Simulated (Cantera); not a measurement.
Charge: 1 mol H2O, 2.3 mol O2, 0.2 mol H2, held at 0.100 bar.

Equilibrium computed with Cantera from the NASA thermochemical tables; the gas is ideal and each condensed phase is pure. Candidate condensed phases: H2O; 9 gas species. Kinetics and transport are ignored.

At 2200 °C, list the 4 most abundant gas species with their mole fractions, and the condensed phases.

O2 0.599, H2O 0.304, OH 0.0535, O 0.0310. Condensed: gas only.
